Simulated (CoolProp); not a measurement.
Values from CoolProp's reference Helmholtz-energy equation of state, Zhou 2014.

**Question.** Give the vapour pressure (MPa), liquid density (kg/m³), vapour density (kg/m³), liquid cp (kJ/(kg K)) of saturated cyclohexane at 106.05, 143.45 °C.

**Answer.** 
```
T (°C)  p (MPa)  liquid density (kg/m³)  vapour density (kg/m³)  liquid cp (kJ/(kg K))
------  -------  ----------------------  ----------------------  ---------------------
106.05    0.205                     693                    5.82                   2.26
143.45    0.484                     652                    13.3                   2.47
```
